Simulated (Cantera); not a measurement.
Ignition delay

Mixture: CO : H2 : CH4 : O2 : N2 = 1 : 0.03 : 0.95 : 3.14 : 11.8 (molar parts), at 32.0 bar, adiabatic and at constant pressure. Ignition delay is the time to a rise of 400 K.

Computed with Cantera and GRI-Mech 3.0 (53 species, 325 reactions). The pressure lies above the range GRI-Mech 3.0 was tuned for (to about 10 atm).

```tsv
T0 (K)	delay (ms)
1250	0.839
1350	0.260
1450	0.0933
1550	0.0377
1650	0.0168
1750	0.00818
1850	0.00428
1950	0.00240
2050	0.00143
```

| Quantity | Result |
|---|---|
| apparent activation energy between 1850 and 2050 K | 170 kJ/mol |
